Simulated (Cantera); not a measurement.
Charge: 1 mol Ta₂O₅, 5.5 mol H₂, equilibrated at 2025 K and 5.00 mbar.

Cantera equilibrium calculation (NASA polynomials, part measured and part estimated; ideal gas, pure solids and liquids). Candidate condensed phases: H₂O, Ta, Ta₂O₅; 12 gas species. Mutual solubility and eutectic melting of coexisting phases are not modelled. Condensed phases not in the tables: N, O or C dissolved in the metal. The numbers say what is thermodynamically allowed, not how fast it happens.

Base state: H₂ 0.971, H 0.0268, H₂O 0.00198, TaO₂ 0.000323, TaO 6.17e-5 (mole fractions); condensed: Ta(s) + Ta₂O₅(s).

Task: What changes in the equilibrium state with this change: temperature from 2025 K to 925 K?

Result: 
| species | before | after |
|---|---|---|
| H₂ | 0.971 | 1.00 |
| H₂O | 0.00198 | 4.17e-8 |
| H | 0.0268 | 3.68e-9 |
| TaO₂ | 0.000323 | <1e-9 |
| TaO | 6.17e-5 | <1e-9 |
| Ta(s), mol | 0.00386 | 0 |
| Ta₂O₅(s), mol | 0.997 | 1.00 |

Task: What changes in the equilibrium state with this change: temperature from 2025 K to 1850 K?

Result: 
```csv
species,before,after
H₂,0.971,0.992
H,0.0268,0.00759
H₂O,0.00198,0.000891
TaO₂,0.000323,1.24e-5
TaO,6.17e-5,2.42e-6
"Ta(s), mol",0.00386,0.00195
"Ta₂O₅(s), mol",0.997,0.999
```
